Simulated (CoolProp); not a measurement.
Properties of R1233zd(E) along the isotherm 176.85 °C (Tc = 165.7 °C, pc = 3.583 MPa, ω = 0.304).

Model: reference Helmholtz-energy equation of state, Akasaka 2022, in CoolProp.

```
p (MPa)          phase  density (kg/m³)  speed of sound (m/s)
-------  -------------  ---------------  --------------------
0.017              gas           0.5938                   ___
0.0302             gas            1.056                   ___
0.0537             gas            1.882                 174.4
0.0956             gas            3.364                 173.8
0.17               gas            6.023                   ___
0.302              gas              ___                   ___
0.537              gas              ___                 167.6
0.956              gas              ___                 161.4
1.7                gas            71.64                   ___
3.02               gas            162.1                 122.9
5.37     supercritical            716.0                 162.1
```

Problem. What belongs in the gaps?

Solution. 
- 0.017, speed of sound (m/s): 174.9
- 0.0302, speed of sound (m/s): 174.7
- 0.17, speed of sound (m/s): 172.8
- 0.302, density (kg/m³): 10.84
- 0.302, speed of sound (m/s): 171.0
- 0.537, density (kg/m³): 19.72
- 0.956, density (kg/m³): 36.72
- 1.7, speed of sound (m/s): 149.3
